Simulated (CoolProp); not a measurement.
Vapour pressure (kPa) of tetradecamethylhexasiloxane (MD4M): the reference equation beside estimates from Tc = 653.2 K, pc = 828.6 kPa, ω = 0.800.

Model: reference Helmholtz-energy equation of state, Thol 2019, in CoolProp.

```csv
T (K),reference,Lee-Kesler,Soave-Redlich-Kwong,Peng-Robinson
424.8,3.947,4.083,4.068,4.477
445,8.590,8.676,8.699,9.341
465.2,17.01,16.93,17.07,17.97
485.4,31.15,30.74,31.16,32.27
505.6,53.39,52.47,53.46,54.66
525.8,86.58,84.99,87.01,88.07
546,134.0,131.7,135.4,136.0
566.2,199.7,196.6,202.6,202.5
586.4,288.0,284.4,293.3,292.2
606.6,404.9,401.3,412.6,410.5
```

Absolute difference from the reference over all 10 rows, mean and median: Lee-Kesler 1.5 and 1.4 %, Soave-Redlich-Kwong 1.2 and 1.2 %, Peng-Robinson 4.1 and 2.0 %.
